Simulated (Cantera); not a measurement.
A Cantera script and what it prints.

```python
import numpy as np
import cantera as ct

gas_names = """
    AL ALCL ALCL2 ALCL3 ALH AL2 AL2CL6 CL CL2 H HCL H2
""".split()
cond_names = """
    AL(cr) AL(L) ALCL3(s) ALCL3(L)
""".split()


# ... load() reads the species with a 1 bar reference pressure and builds the phases ...
atoms = {
    'Al': {'AL': 1},
    'Cl2': {'CL': 2},
    'H2': {'H': 2},
}
top_T = {}  # K; cautious upper limits of use, not melting points


# ... equilibrate(T, P, feed) seeds the gas with the atoms and calls Mixture.equilibrate('TP', solver="vcs", rtol=1e-11, max_steps=5000) ...
results = []
feed = {'Al': 1, 'Cl2': 5.8, 'H2': 4.3}  # mol
T = 548.15  # K
for P in [1, 3.6, 13, 46, 170, 600, 2200, 7700, 28000, 100000]:
    mix = equilibrate(T, P, feed)
    results.append((T, P, feed, dict(zip(mix.species_names, mix.species_moles))))

top = {s: max(r[3][s] / sum(r[3][g] for g in gas_names) for r in results) for s in gas_names}
cols = sorted((s for s in top if top[s] > 1e-06), key=lambda s: -top[s])[:5]
seen = [c for c in cond_names if any(r[3].get(c, 0) > 1e-12 for r in results)]
print("log10 of partial pressures in bar; condensed amounts in mol")
print(f"{'P/Pa':>10s}" + "".join(f"{s[:9]:>10s}" for s in cols + seen))
for T, P, feed, n in results:
    ng = sum(n[g] for g in gas_names)
    print(f"{P:10.4g}" + "".join(f"{np.log10(max(n[s] / ng * P / 1e5, 1e-99)):10.3f}" for s in cols)
          + "".join(f"{n.get(c, 0):10.4g}" for c in seen))
```

Output:

```
log10 of partial pressures in bar; condensed amounts in mol
      P/Pa       HCL     ALCL3    AL2CL6
         1    -5.047    -5.994    -7.842
       3.6    -4.489    -5.464    -6.782
        13    -3.929    -4.976    -5.806
        46    -3.375    -4.558    -4.971
       170    -2.802    -4.187    -4.228
       600    -2.251    -3.867    -3.588
      2200    -1.685    -3.560    -2.973
      7700    -1.140    -3.275    -2.403
   2.8e+04    -0.578    -2.987    -1.829
     1e+05    -0.025    -2.707    -1.268
```

Cantera equilibrium calculation (NASA polynomials, part measured and part estimated; ideal gas, pure solids and liquids).
